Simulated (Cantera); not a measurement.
Source: NASA polynomial tables (part measured, part estimated), evaluated in Cantera. Values are per mole of reaction as written; species without (g) are pure solids or liquids, kept so even where they would boil at 1 bar.

### Question
Between 923 and 1723 K, where is each reaction favourable under standard conditions?
- 6 HCl(g) + 2 Fe ⇌ 2 FeCl3(g) + 3 H2(g)

### Answer
- 6 HCl(g) + 2 Fe ⇌ 2 FeCl3(g) + 3 H2(g): ΔG° is 130 kJ at 923 K and 207 kJ at 1723 K; it stays positive (K < 1). ΔH° is 31 kJ and ΔS° -102 J/K at 1723 K.
